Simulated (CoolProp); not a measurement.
CH3F (R41) at several states: density (kg/m³) from the reference equation and from simpler models built on Tc = 317.3 K, pc = 5906 kPa, ω = 0.200; each cubic takes its own stable root.

Computed with CoolProp (reference Helmholtz-energy equation of state, Lemmon 2006). It is a short technical equation, of lower accuracy than the large ones.

| T (K) | p (kPa) | phase | reference | van der Waals | Redlich-Kwong | Peng-Robinson |
|---|---|---|---|---|---|---|
| 296.3 | 4160 | liquid | 590.8 | 89.68 | … | 488.2 |
| 318.2 | 280 | gas | 3.670 | 3.653 | 3.661 | 3.668 |
| 387.9 | 162 | gas | 1.719 | 1.718 | 1.718 | 1.719 |
| 138.2 | 50.3 | liquid | … | … | … | … |
| 207.2 | 166 | gas | 3.467 | … | … | … |

Problem. Some entries are withheld; supply them.

Solution. 
- 296.3, Redlich-Kwong: 413.5
- 138.2, reference: 990.8
- 138.2, van der Waals: 1.515
- 138.2, Redlich-Kwong: 769.7
- 138.2, Peng-Robinson: 872.1
- 207.2, van der Waals: 3.356
- 207.2, Redlich-Kwong: 3.388
- 207.2, Peng-Robinson: 3.402

At some of these states van der Waals gives the other phase, because its saturation line lies elsewhere.
